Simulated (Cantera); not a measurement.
An adiabatic, constant-volume homogeneous reactor starts with 8.14 % CH₄, 1.87 % CO, 18.9 % O₂, 71.1 % N₂, equivalence ratio 0.91, at 1175 K and 5.00 bar.

Detailed kinetics in Cantera: GRI-Mech 3.0 (53 species, 325 reactions).

**Question.** Predict: time of steepest temperature rise; temperature at 7.00 s; equilibrium temperature; x(CO) at 7.00 s; x(O₂) at 7.00 s; x(O) at 7.00 s; x(OH) at 7.00 s.

**Answer.** 
```
Property                                                             Value
---------------------------------  ---------------------------------------
time of steepest temperature rise                                  15.8 ms
temperature at 7.00 s                                               2894 K
equilibrium temperature                                             2894 K
x(CO) at 7.00 s                      0.0287 (gas-phase equilibrium 0.0287)
x(O₂) at 7.00 s                      0.0235 (gas-phase equilibrium 0.0235)
x(O) at 7.00 s                     0.00338 (gas-phase equilibrium 0.00338)
x(OH) at 7.00 s                      0.0154 (gas-phase equilibrium 0.0154)
```
